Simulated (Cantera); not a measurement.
Mixture: C₃H₈ : O₂ : N₂ = 1 : 3.57 : 13.4 (molar parts), at 4.93 atm, adiabatic and at constant pressure. Ignition delay is the time to a rise of 400 K.

Detailed kinetics in Cantera: GRI-Mech 3.0 (53 species, 325 reactions). GRI-Mech 3.0 was tuned for natural gas; its chemistry of propane as a main component is partial and can be far from experiment.

Q: Predict: delay at 1050 K; delay at 1150 K; delay at 1250 K; delay at 1350 K; delay at 1450 K; apparent activation energy between 1350 and 1450 K.

A: 
```json
{
 "delay at 1050 K": "55.2 ms",
 "delay at 1150 K": "7.33 ms",
 "delay at 1250 K": "1.08 ms",
 "delay at 1350 K": "0.206 ms",
 "delay at 1450 K": "53.7 µs",
 "apparent activation energy between 1350 and 1450 K": "220 kJ/mol"
}
```
